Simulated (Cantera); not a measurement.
A closed system holds: 1 mol Si3N4, a varied amount of CO2, 230 mol N2, at 1750 K and 10.0 Torr.

These are equilibrium values from Cantera (NASA tables, ideal gas, pure condensed phases), not measurements of a reactor. Candidate condensed phases: C, Si, SiC, SiO2, Si2N2O, Si3N4; 34 gas species. Mutual solubility and eutectic melting of coexisting phases are not modelled. Equilibrium is a limit: real reactors are often held back by kinetics, nucleation or transport.

Q: At 0.26 mol CO2, list the 4 most abundant gas species with their mole fractions, and the condensed phases.

A: N2 0.998, SiO 0.00161, CO 0.000646, Si 4.89e-5. Condensed: SiC(s) + Si3N4(s).
